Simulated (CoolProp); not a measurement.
A Linde-Hampson liquefier for ethylene: isothermal reversible compression at 320 K from 1 atm to 30 MPa, throttling to 1 atm, return gas leaving the recuperator 5 K below the feed. Each further row changes one setting.

Model: reference Helmholtz-energy equation of state, Smukala 2000, in CoolProp.

```json
[
 {"case": "as stated", "liquid yield per pass": "0.422", "compression work (kJ/kg of gas)": "444"},
 {"case": "high pressure 60 MPa", "liquid yield per pass": "0.403", "compression work (kJ/kg of gas)": "513"},
 {"case": "warm-end temperature 350 K", "liquid yield per pass": "0.350", "compression work (kJ/kg of gas)": "512"},
 {"case": "warm-end gap 10 K", "liquid yield per pass": "0.416", "compression work (kJ/kg of gas)": "444"}
]
```
